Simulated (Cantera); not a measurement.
**Stirred combustor or abatement burner**

A perfectly stirred reactor is fed with 3.26 % CO, 0.489 % H₂, 3.91 % CH₄, 19.4 % O₂, 73.0 % N₂, equivalence ratio 0.50, at 638 Torr; it is adiabatic with a 450 K inlet, and is followed from long to short residence time, starting on the burning branch (τ in s: 0.067, 0.031, 0.014, 0.0064, 0.0029, 0.0013, 0.00061, 0.00028, 0.00013, 5.8e-05, 2.6e-05, 1.2e-05).

Cantera simulation using GRI-Mech 3.0 (53 species, 325 reactions); the numbers are that mechanism's predictions, not measurements.

```
τ (s)    T (K)      x CO      x H₂     x CH₄    x HCN    x C₂H₆
-------  -----  --------  --------  --------  -------  --------
0.067     1646  0.000658  0.000103   1.47e-5  1.56e-9  3.06e-10
0.031     1640   0.00110  0.000169   2.38e-5  1.85e-9  5.30e-10
0.014     1630   0.00187  0.000280   3.93e-5  2.40e-9  9.29e-10
0.0064    1613   0.00315  0.000453   6.53e-5  3.48e-9   1.67e-9
0.0029    1587   0.00533  0.000719  0.000113  5.54e-9   3.35e-9
0.0013    1544   0.00922   0.00111  0.000215  9.14e-9   8.63e-9
0.00061   1475    0.0162   0.00168  0.000474  1.45e-8   3.67e-8
0.00028    450    0.0326   0.00489    0.0391   <1e-12    <1e-12
0.00013    450    0.0326   0.00489    0.0391   <1e-12    <1e-12
5.8e-5     450    0.0326   0.00489    0.0391   <1e-12    <1e-12
2.6e-5     450    0.0326   0.00489    0.0391   <1e-12    <1e-12
1.2e-5     450    0.0326   0.00489    0.0391   <1e-12    <1e-12
```
x: mole fraction; the columns are a selection and need not sum to one.
